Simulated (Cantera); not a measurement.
Feed: 1 mol CS2, 2.2 mol H2, equilibrated at 1048 K and 0.540 bar.

Cantera equilibrium calculation (NASA polynomials, part measured and part estimated; ideal gas, pure solids and liquids). Candidate condensed phases: C, C6H6, C7H8, C8H18, S; 83 gas species. Gases not in the tables: S3 to S7. Kinetics and transport are ignored.

Base state: H2S 0.779, H2 0.175, CS2 0.0395, S2 0.00538, CH4 0.000963, SH 3.79e-5 (mole fractions); condensed: C(graphite).

What changes in the equilibrium state with this change: pressure from 0.540 bar to 0.100 bar?


```
species             before     after
----------------  --------  --------
H2S                  0.779     0.663
H2                   0.175     0.252
CS2                 0.0395    0.0744
S2                 0.00538    0.0101
CH4               0.000963  0.000370
SH                 3.79e-5   6.25e-5
C(graphite), mol     0.907     0.820
```

What changes in the equilibrium state with this change: CS2 replaced by CO2?


| species | before | after |
|---|---|---|
| H2 | 0.175 | 0.480 |
| H2O | 0 | 0.207 |
| CO | 0 | 0.207 |
| H2S | 0.779 | 0 |
| CO2 | 0 | 0.106 |
| CS2 | 0.0395 | 0 |
| S2 | 0.00538 | 0 |
| SH | 3.79e-5 | 0 |
| CH4 | 0.000963 | 0.000351 |
| C(graphite), mol | 0.907 | 0 |
Further candidate phases: H2O.
